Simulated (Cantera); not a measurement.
A closed system holds: 1 mol FeCl3, 1.7 mol H2, 0.73 mol HCl, held at 0.290 bar.

Method: chemical equilibrium by Gibbs-energy minimisation in Cantera with the NASA 1993 tables (ideal gas, pure condensed phases). Candidate condensed phases: Fe, FeCl2, FeCl3; 11 gas species. Equilibrium is a limit: real reactors are often held back by kinetics, nucleation or transport. All values below are at 1373 K.

Base state: HCl 0.441, H2 0.306, FeCl2 0.251, Fe2Cl4 0.00203, FeCl3 9.88e-5 (mole fractions); condensed: gas only.

Question: What changes in the equilibrium state with this change: H2 from 1.7 to 24 mol?

Answer: 
```json
[
 {"species": "H2", "before": "0.306", "after": "0.868"},
 {"species": "HCl", "before": "0.441", "after": "0.122"},
 {"species": "FeCl2", "before": "0.251", "after": "0.0100"},
 {"species": "Fe2Cl4", "before": "0.00203", "after": "3.24e-6"},
 {"species": "FeCl3", "before": "9.88e-5", "after": "6.50e-7"},
 {"species": "Fe(γ), mol", "before": "0", "after": "0.737"}
]
```

Question: What changes in the equilibrium state with this change: H2 from 1.7 to 3.5 mol?

Answer: 
```
species      before     after
----------  -------  --------
H2            0.306     0.498
HCl           0.441     0.354
FeCl2         0.251     0.147
Fe2Cl4      0.00203  0.000698
FeCl3       9.88e-5   3.65e-5
Fe(γ), mol        0     0.149
```
